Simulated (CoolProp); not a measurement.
Ethane at 293.15 K and 3.04 MPa is throttled through a valve to 0.562 MPa with no heat exchange. Each further row changes one setting.

Model: reference Helmholtz-energy equation of state, Bücker 2006, in CoolProp.

| case | temperature change (K) | final density (kg/m³) |
|---|---|---|
| as stated | … | 8.69 |
| outlet pressure 0.169 MPa | … | 2.55 |
| outlet pressure 0.731 MPa | … | … |

Question: What belongs in the gaps?

Answer: 
- as stated, temperature change (K): -40.6
- outlet pressure 0.169 MPa, temperature change (K): -47.7
- outlet pressure 0.731 MPa, temperature change (K): -37.6
- outlet pressure 0.731 MPa, final density (kg/m³): 11.4
